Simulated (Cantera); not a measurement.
A closed system holds: 1 mol V₂O₅, 2800 mol H₂, 70 mol N₂, held at 2.50 bar.

Method: chemical equilibrium by Gibbs-energy minimisation in Cantera with the NASA 1993 tables (ideal gas, pure condensed phases). Candidate condensed phases: H₂O, V, VN, VO, V₂O₃, V₂O₄, V₂O₅; 28 gas species. VN: taken at fixed stoichiometry. Condensed phases not in the tables: V₂N. Kinetics and transport are ignored. All values below are at 1875 K.

Base state: H₂ 0.974, N₂ 0.0240, H₂O 0.00174, H 0.000409 (mole fractions); condensed: VN(s).

Question: What changes in the equilibrium state with this change: pressure from 2.50 bar to 0.133 bar?

Answer: 
```json
[
 {"species": "H₂", "before": "0.974", "after": "0.973"},
 {"species": "N₂", "before": "0.0240", "after": "0.0244"},
 {"species": "H", "before": "0.000409", "after": "0.00177"},
 {"species": "H₂O", "before": "0.00174", "after": "0.00104"},
 {"species": "VN(s), mol", "before": "2.00", "after": "0"},
 {"species": "VO(s), mol", "before": "0", "after": "1.99"}
]
```
VO: taken at fixed stoichiometry.
